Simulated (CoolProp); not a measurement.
Properties of cis-2-butene along the isotherm 251.85 °C.

Computed with CoolProp (reference Helmholtz-energy equation of state, Lemmon 2005). It is a short technical equation, of lower accuracy than the large ones.

```json
[
 {"p (MPa)": "0.756", "phase": "gas", "speed of sound (m/s)": "280.1", "Joule-Thomson coefficient (K/MPa)": "5.301"},
 {"p (MPa)": "1.51", "phase": "gas", "speed of sound (m/s)": "271.7", "Joule-Thomson coefficient (K/MPa)": "5.489"},
 {"p (MPa)": "2.27", "phase": "gas", "speed of sound (m/s)": "263.1", "Joule-Thomson coefficient (K/MPa)": "5.677"},
 {"p (MPa)": "3.03", "phase": "gas", "speed of sound (m/s)": "254.5", "Joule-Thomson coefficient (K/MPa)": "5.857"},
 {"p (MPa)": "3.78", "phase": "gas", "speed of sound (m/s)": "246.2", "Joule-Thomson coefficient (K/MPa)": "6.014"},
 {"p (MPa)": "4.54", "phase": "supercritical", "speed of sound (m/s)": "238.2", "Joule-Thomson coefficient (K/MPa)": "6.136"},
 {"p (MPa)": "5.3", "phase": "supercritical", "speed of sound (m/s)": "230.9", "Joule-Thomson coefficient (K/MPa)": "6.198"},
 {"p (MPa)": "6.05", "phase": "supercritical", "speed of sound (m/s)": "224.8", "Joule-Thomson coefficient (K/MPa)": "6.179"},
 {"p (MPa)": "6.81", "phase": "supercritical", "speed of sound (m/s)": "220.1", "Joule-Thomson coefficient (K/MPa)": "6.053"},
 {"p (MPa)": "7.56", "phase": "supercritical", "speed of sound (m/s)": "217.7", "Joule-Thomson coefficient (K/MPa)": "5.807"},
 {"p (MPa)": "8.32", "phase": "supercritical", "speed of sound (m/s)": "218.0", "Joule-Thomson coefficient (K/MPa)": "5.425"},
 {"p (MPa)": "9.08", "phase": "supercritical", "speed of sound (m/s)": "221.8", "Joule-Thomson coefficient (K/MPa)": "4.924"},
 {"p (MPa)": "9.83", "phase": "supercritical", "speed of sound (m/s)": "229.1", "Joule-Thomson coefficient (K/MPa)": "4.354"},
 {"p (MPa)": "10.6", "phase": "supercritical", "speed of sound (m/s)": "240.0", "Joule-Thomson coefficient (K/MPa)": "3.756"}
]
```
